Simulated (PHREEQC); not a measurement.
# Nickel, zinc or cadmium bath

Dissolve 0.0036 mol/kgw ZnSO4, 0.0002 mol/kgw KCl and 0.0033 mol/kgw MnSO4 at 25 °C. Closed to the air; pH follows from the charge balance.

Equilibrium calculation in PHREEQC: ion-association model, phreeqc.dat.

No solid was allowed to form.

Estimate the pH, ionic strength.

pH 5.93; ionic strength 0.0205 mol/kgw.

In which forms is K present?

K+ 98 %, KSO4- 2.0 % of the K.

Complexes and solids missing from the database can't appear.
